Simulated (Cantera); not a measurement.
Cantera run, input and output.

```python
import numpy as np
import cantera as ct

gas = ct.Solution("gri30.yaml")


def delay(T, t_max=10):
    gas.TPX = T, 2400000, {'CH4': 1, 'H2': 0.032, 'O2': 1.34, 'N2': 6.85}
    reactor = ct.IdealGasConstPressureReactor(gas, clone=False)
    net = ct.ReactorNet([reactor])
    net.rtol, net.atol = 1e-8, 1e-16
    while net.time < t_max:
        t_old, T_old = net.time, reactor.T
        net.step()
        if reactor.T > T + 400:  # ignition: a rise of 400 K
            return t_old + (T + 400 - T_old) / (reactor.T - T_old) * (net.time - t_old)
    return np.nan


taus = []
for T in [1175, 1275, 1375, 1475, 1575, 1675]:
    taus.append(delay(T))
    print(f"T0 = {T:6g} K   tau = {taus[-1]:.4e} s")
```

It prints:

```
T0 =   1175 K   tau = 1.9858e-03 s
T0 =   1275 K   tau = 8.0044e-04 s
T0 =   1375 K   tau = 3.3260e-04 s
T0 =   1475 K   tau = 1.4057e-04 s
T0 =   1575 K   tau = 6.0729e-05 s
T0 =   1675 K   tau = 2.7104e-05 s
```

Model: GRI-Mech 3.0 (53 species, 325 reactions), integrated in Cantera. The pressure lies above the range GRI-Mech 3.0 was tuned for (to about 10 atm).
